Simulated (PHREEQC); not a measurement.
Solution (25 °C): 0.9 mol NaBr, 0.2 mol KCl and 0.12 mol NaCl per kg of water. Closed to the air; pH follows from the charge balance.

Computed with PHREEQC (Pitzer model, pitzer.dat).

Problem. The ionic strength comes out as 1.22 mol/kgw. What activity coefficients do Na+, K+, Cl-, Br- get?

Solution. Na+ 0.74, K+ 0.63, Cl- 0.59, Br- 0.62. Single-ion values are on the MacInnes scale.

This is a speciation only: nothing precipitates in the calculation. Species that the database lacks are ignored.
